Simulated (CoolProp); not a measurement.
Saturated liquid density (kg/m³) of c-C4F8 (RC318): the reference equation beside estimates from Tc = 388.4 K, pc = 2.778 MPa, ω = 0.355.

The numbers come from the reference Helmholtz-energy equation of state, Platzer 1990 in CoolProp. This equation is an older, rougher fit; its heat capacities, sound speeds and derivatives of the liquid may be far off and weren't checked against measurements.

| T (K) | reference | van der Waals | Soave-Redlich-Kwong |
|---|---|---|---|
| 302.3 | 1481 | 909.3 | 1380 |
| 308.6 | 1455 | 892.5 | 1350 |
| 315 | 1427 | 874.7 | 1318 |
| 321.3 | 1398 | 856.4 | 1284 |
| 327.6 | 1368 | 837.1 | 1248 |
| 334 | 1336 | 816.5 | 1209 |
| 340.3 | 1302 | 794.9 | 1167 |
| 346.7 | 1265 | 771.4 | 1122 |
| 353 | 1225 | 746.4 | 1073 |

Absolute difference from the reference over all 9 rows, mean and median: van der Waals 38.8 and 38.8 %, Soave-Redlich-Kwong 9.1 and 8.8 %.
